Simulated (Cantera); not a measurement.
Premixed flame

A freely propagating, adiabatic, planar premixed flame of CH₄ : CO : O₂ : N₂ = 1 : 0.54 : 2.27 : 8.54 (molar parts), equivalence ratio 1.0, unburnt at 350 K and 10.0 bar; multicomponent transport, grid criteria slope 0.08 and curve 0.16, no radiation.

Cantera simulation using GRI-Mech 3.0 (53 species, 325 reactions); the numbers are that mechanism's predictions, not measurements. Burning velocities carry a grid error of a few per cent, more on coarse grids.

```csv
z (mm),T (K),u (m/s),x CH₄,x CO,x O₂,x NO,x CH₂CO,x C₂H₂
-0.251,350,0.220,0.0809,0.0437,0.184,<1e-8,<1e-8,<1e-8
-0.168,353,0.222,0.0807,0.0437,0.183,<1e-8,2.13e-8,3.60e-8
-0.126,367,0.231,0.0800,0.0437,0.182,1.09e-8,2.13e-7,2.75e-7
-0.0838,474,0.300,0.0749,0.0440,0.175,1.54e-7,3.77e-6,3.30e-6
-0.0419,988,0.629,0.0496,0.0469,0.134,3.98e-6,5.15e-5,3.07e-5
-0.0210,1444,0.919,0.0253,0.0501,0.0904,1.23e-5,0.000129,7.01e-5
0,1884,1.19,0.00383,0.0486,0.0433,2.35e-5,0.000103,0.000102
0.0210,2071,1.30,7.12e-5,0.0337,0.0213,3.59e-5,4.23e-6,4.75e-6
0.0419,2150,1.34,8.94e-7,0.0241,0.0150,4.36e-5,6.51e-8,5.49e-8
0.0838,2227,1.38,<1e-8,0.0170,0.0105,5.32e-5,<1e-8,<1e-8
0.168,2282,1.41,<1e-8,0.0124,0.00743,6.55e-5,<1e-8,<1e-8
0.335,2314,1.43,<1e-8,0.00951,0.00557,8.22e-5,<1e-8,<1e-8
0.670,2327,1.44,<1e-8,0.00824,0.00478,0.000109,<1e-8,<1e-8
```
x: mole fraction of selected species; z is measured from the peak of heat release.

The laminar burning velocity is 22.0 cm/s. The thermal thickness is 0.0838 mm and the peak x(CH₂CO) is 0.000157. The peak x(C₂H₂) comes out as 0.000113. The grid points is 141.
